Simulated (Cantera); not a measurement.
# Diamond growth

A diamond (100) surface in a fixed gas of H2 with x(CH4) = 0.02, x(H) = 0.00033, x(CH3) = 0.0012, at 1248 K; coverages are run to steady state.

Model: the Harris–Goodwin 1993 mechanism for the reconstructed diamond (100) surface, integrated in Cantera.

| P (Pa) | growth (µm/h) | θ c6HH | θ c6H* | θ c6*H | θ c6** | θ c6HM |
|---|---|---|---|---|---|---|
| 440 | 0.0824 | 0.500 | 0.0377 | 0.441 | 0.0126 | 0.000430 |
| 810 | 0.198 | 0.499 | 0.0376 | 0.440 | 0.0119 | 0.000812 |
| 1500 | 0.449 | 0.498 | 0.0375 | 0.439 | 0.0114 | 0.00153 |
| 2700 | 0.941 | 0.497 | 0.0374 | 0.437 | 0.0110 | 0.00279 |
| 4800 | 1.93 | 0.495 | 0.0372 | 0.435 | 0.0107 | 0.00496 |
| 8800 | 4.21 | 0.492 | 0.0369 | 0.432 | 0.0105 | 0.00900 |
| 16000 | 9.56 | 0.486 | 0.0364 | 0.426 | 0.0103 | 0.0160 |
| 29000 | 22.9 | 0.477 | 0.0356 | 0.417 | 0.0100 | 0.0276 |
θ: site fractions in the mechanism's names (c6HH fully hydrogenated, c6H* and c6*H radical sites, c6** diradical, c6HM methylated).
